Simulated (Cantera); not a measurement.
## Ignition delay

Mixture: 10.4 % CH4, 0.386 % C2H6, 14.8 % O2, 55.6 % N2, 18.8 % CO2, at 9.87 atm, adiabatic and at constant pressure. Ignition delay is the time to a rise of 400 K.

Detailed kinetics in Cantera: GRI-Mech 3.0 (53 species, 325 reactions).

```
T0 (K)  delay (ms)
------  ----------
1000          33.1
1075          11.9
1150          5.15
1225          2.42
1300          1.16
1375         0.569
```

| Item | Value |
|---|---|
| apparent activation energy between 1225 and 1375 K | 130 kJ/mol |
